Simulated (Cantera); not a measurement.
Cantera run:

```python
import numpy as np
import cantera as ct

gas_names = [...]  # 45 gases of nasa_gas.yaml made of Al, Cl, H, N, O
cond_names = """
    AL(cr) AL(L) ALCL3(s) ALCL3(L) ALN(s) AL2O3(a) AL2O3(L) H2O(s) H2O(L) NH4CL(a) NH4CL(b)
""".split()


# ... load() reads the species with a 1 bar reference pressure and builds the phases ...
atoms = {
    'AlN': {'AL': 1, 'N': 1},
    'HCl': {'H': 1, 'CL': 1},
    'H2': {'H': 2},
    'H2O': {'H': 2, 'O': 1},
}
top_T = {'ALN(s)': 2750}  # K; cautious upper limits of use, not melting points


# ... equilibrate(T, P, feed) seeds the gas with the atoms and calls Mixture.equilibrate('TP', solver="vcs", rtol=1e-11, max_steps=5000) ...
results = []
feed = {'AlN': 1, 'HCl': 32, 'H2': 9.3, 'H2O': 0.16}  # mol
P = 18000  # Pa
for T in [1173, 1248, 1323, 1398, 1473, 1548, 1623, 1698, 1773, 1848, 1923, 1998, 2073]:
    mix = equilibrate(T, P, feed)
    results.append((T, P, feed, dict(zip(mix.species_names, mix.species_moles))))

top = {s: max(r[3][s] / sum(r[3][g] for g in gas_names) for r in results) for s in gas_names}
cols = sorted((s for s in top if top[s] > 0.001), key=lambda s: -top[s])[:8]
seen = [c for c in cond_names if any(r[3].get(c, 0) > 1e-12 for r in results)]
print("log10 of partial pressures in bar; condensed amounts in mol")
print(f"{'T/K':>10s}" + "".join(f"{s[:9]:>10s}" for s in cols + seen))
for T, P, feed, n in results:
    ng = sum(n[g] for g in gas_names)
    print(f"{T:10.4g}" + "".join(f"{np.log10(max(n[s] / ng * P / 1e5, 1e-99)):10.3f}" for s in cols)
          + "".join(f"{n.get(c, 0):10.4g}" for c in seen))
```

It prints:

```
log10 of partial pressures in bar; condensed amounts in mol
       T/K       HCL        H2     ALCL3        N2        CL     ALCL2       H2O         H  AL2O3(a)
      1173    -0.896    -1.329    -2.411    -2.664    -7.218    -6.827    -4.954    -7.593   0.05248
      1248    -0.896    -1.329    -2.410    -2.664    -6.630    -6.278    -4.675    -6.995   0.05171
      1323    -0.896    -1.329    -2.409    -2.664    -6.107    -5.792    -4.429    -6.464   0.05047
      1398    -0.896    -1.329    -2.408    -2.664    -5.641    -5.359    -4.212    -5.990   0.04861
      1473    -0.896    -1.329    -2.406    -2.664    -5.221    -4.970    -4.018    -5.563   0.04597
      1548    -0.897    -1.330    -2.404    -2.664    -4.841    -4.620    -3.846    -5.176   0.04236
      1623    -0.897    -1.330    -2.403    -2.664    -4.496    -4.303    -3.690    -4.825   0.03763
      1698    -0.898    -1.330    -2.403    -2.664    -4.182    -4.016    -3.548    -4.505   0.03156
      1773    -0.898    -1.330    -2.406    -2.664    -3.893    -3.757    -3.418    -4.211   0.02391
      1848    -0.899    -1.331    -2.415    -2.664    -3.628    -3.526    -3.295    -3.941   0.01424
      1923    -0.900    -1.333    -2.433    -2.665    -3.383    -3.323    -3.178    -3.693  0.001852
      1998    -0.901    -1.336    -2.476    -2.666    -3.156    -3.163    -3.165    -3.463         0
      2073    -0.902    -1.339    -2.540    -2.668    -2.944    -3.039    -3.170    -3.250         0
```

Equilibrium computed with Cantera from the NASA thermochemical tables; the gas is ideal and each condensed phase is pure. The tables' values for AlCl2 are old estimates; treat these amounts as uncertain.
